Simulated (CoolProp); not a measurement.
Vapour-liquid equilibrium of acetone (1) + n-dodecane (2) at 458.5 K; x and y are mole fractions of (1).

Computed with CoolProp (multi-fluid Helmholtz-energy mixture model, Lemmon 2006 and Lemmon 2004; pair parameters Bell 2016).

```tsv
x	bubble pressure (bar)	y at the bubble point	dew pressure at overall composition x (bar)	liquid density (mol/L)
0.05	1.321	0.655	0.4803	3.784
0.15	3.531	(withheld)	0.5377	4.076
0.25	6.005	0.925	0.6101	4.401
0.35	8.355	0.946	0.7045	4.766
0.45	10.39	0.957	0.8325	5.182
0.55	12.14	0.964	1.016	5.661
0.65	13.77	0.970	1.303	6.224
0.75	15.50	0.976	1.817	6.901
0.85	17.57	0.984	(withheld)	7.740
0.95	20.17	(withheld)	8.999	8.820
```

Problem. Complete the blanks.

Solution. 
- 0.15, y at the bubble point: 0.872
- 0.85, dew pressure at overall composition x (bar): 3.011
- 0.95, y at the bubble point: 0.994

No azeotrope shows between x = 0.05 and 0.95.

Pair parameters are fitted to limited data, so mixtures are less certain than the pure fluids. The gap from Raoult's law changes sign with composition, which may be real or a fault of the pair parameters; it wasn't checked against measurements.
